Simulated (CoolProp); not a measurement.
Vapour-liquid equilibrium of ethylene (1) + 1-butene (2) at 198 kPa; x and y are mole fractions of (1).

The numbers come from the multi-fluid Helmholtz-energy mixture model, Smukala 2000 and Lemmon 2005; pair parameters Bell 2016 in CoolProp.

Task: Give the bubble temperature and the first vapour's composition at x = 0.275, 0.65, 0.8. Is there an azeotrope?

Result: x = 0.275: 211.7 K, y = 0.975; x = 0.65: 190.6 K, y = 0.997; x = 0.8: 186.2 K, y = 0.999. No azeotrope shows between x = 0.05 and 0.95.

Pair parameters are fitted to limited data, so mixtures are less certain than the pure fluids. The gap from Raoult's law changes sign with composition, which may be real or a fault of the pair parameters; it wasn't checked against measurements.
